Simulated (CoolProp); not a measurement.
A single-stage vapour-compression cycle with the fluid: evaporating at 326.15 K (dew point), condensing at 355.15 K (bubble point), superheat 10 K, subcooling 0 K, compressor efficiency 0.9, no pressure losses. The same conditions are run with several fluids, on thermodynamics alone (safety and materials aside).

Values from CoolProp's reference Helmholtz-energy equation of state of each fluid (hexamethyldisiloxane (MM): Thol 2016; neopentane: Lemmon 2006; ethanol: Schroeder 2014; R365MFC: Lemmon 2016; R245fa: Akasaka 2015; R227EA: Lemmon 2016).

```tsv
fluid	cooling COP	pressure ratio	discharge temperature (K)	refrigerating effect (kJ/kg)	volumetric capacity (kJ/m³)
hexamethyldisiloxane (MM)	8.71	2.88	355.2	173	204
neopentane	8.45	2.00	356.1	223	2460
ethanol	9.35	3.44	391.9	821	465
R365MFC	8.81	2.36	356.3	150	1320
R245fa	8.63	2.20	360.8	142	2830
R227EA	6.91	1.96	360.3	63.4	4800
```

The compression ends wet for: hexamethyldisiloxane (MM).
